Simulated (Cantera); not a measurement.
An isothermal, constant-pressure homogeneous reactor starts with 0.699 % H2, 49.9 % O2, 49.4 % N2, at 1275 K and 11.3 Torr.

Detailed kinetics in Cantera: the H2/O2 subset of GRI-Mech 3.0, which has no nitrogen chemistry. Radical loss at walls, strong at low pressure, is not modelled.

x: mole fraction; the columns are a selection and need not sum to one.

```tsv
t (s)	x H2	x O2	x HO2	x H2O2	x O	x H2O
4.00e-5	0.00699	0.499	5.47e-10	<1e-12	1.60e-10	6.04e-12
0.000104	0.00699	0.499	1.42e-9	<1e-12	8.07e-10	8.25e-11
0.000271	0.00699	0.499	3.71e-9	<1e-12	3.45e-9	9.26e-10
0.000704	0.00699	0.499	9.66e-9	3.82e-12	1.64e-8	9.81e-9
0.00183	0.00699	0.499	2.54e-8	2.39e-11	1.74e-7	1.74e-7
0.00477	0.00693	0.499	1.36e-7	1.92e-10	3.24e-5	3.69e-5
0.0124	9.74e-5	0.493	5.95e-7	?	0.00569	0.00628
0.0323	3.65e-5	0.493	5.03e-7	1.16e-8	0.00550	0.00647
0.0839	3.10e-5	0.494	4.67e-7	1.13e-8	0.00462	0.00654
0.218	2.11e-5	0.495	3.89e-7	1.04e-8	0.00311	0.00666
0.568	9.81e-6	0.496	2.62e-7	?	0.00142	0.00680
1.48	2.91e-6	0.497	1.28e-7	?	0.000416	0.00691
3.84	6.39e-7	0.497	4.53e-8	?	9.11e-5	0.00697
10.0	1.33e-7	0.497	1.37e-8	5.62e-10	1.89e-5	0.00699
```

Some entries are withheld; supply them.


- 0.0124, x H2O2: 1.68e-8
- 0.568, x H2O2: 8.22e-9
- 1.48, x H2O2: 4.80e-9
- 3.84, x H2O2: 1.89e-9
